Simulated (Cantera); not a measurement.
Cantera with NASA thermochemical tables; ideal gases at 1 bar, condensed phases pure. Values are per mole of reaction as written; species without (g) are pure solids or liquids, kept so even where they would boil at 1 bar.

Question: Between 1750 and 2350 K, where is each reaction favourable under standard conditions?
- 2 SiH₃(g) → SiH₂(g) + SiH₄(g)

Answer: 
- 2 SiH₃(g) → SiH₂(g) + SiH₄(g): ΔG° is -109 kJ at 1750 K and -100 kJ at 2350 K; it stays negative (K > 1). ΔH° is -132 kJ and ΔS° -13 J/K at 2350 K.
